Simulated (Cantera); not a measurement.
A closed system holds: 1 mol Ta, 9.5 mol O2, 67 mol N2, equilibrated at 13.3 mbar.

Equilibrium computed with Cantera from the NASA thermochemical tables; the gas is ideal and each condensed phase is pure. Candidate condensed phases: Ta, Ta2O5; 12 gas species. Kinetics and transport are ignored.

Q: Which condensed phases are stable at each of these points (T (K)): 1600, 1675, 1750, 1825, 1900, 1975, 2050, 2125, 2200, 2275?

A: 
```
T (K)  condensed phases  Ta condensed (%)
-----  ----------------  ----------------
1600           Ta2O5(s)             100.0
1675           Ta2O5(s)             100.0
1750           Ta2O5(s)             100.0
1825           Ta2O5(s)             100.0
1900           Ta2O5(s)             100.0
1975           Ta2O5(s)             100.0
2050           Ta2O5(s)             100.0
2125           Ta2O5(l)             100.0
2200           Ta2O5(l)              99.9
2275           Ta2O5(l)              99.6
```

From 1600 K to 2050 K the condensed part is Ta2O5(s). From 2125 K to 2275 K the condensed part is Ta2O5(l).
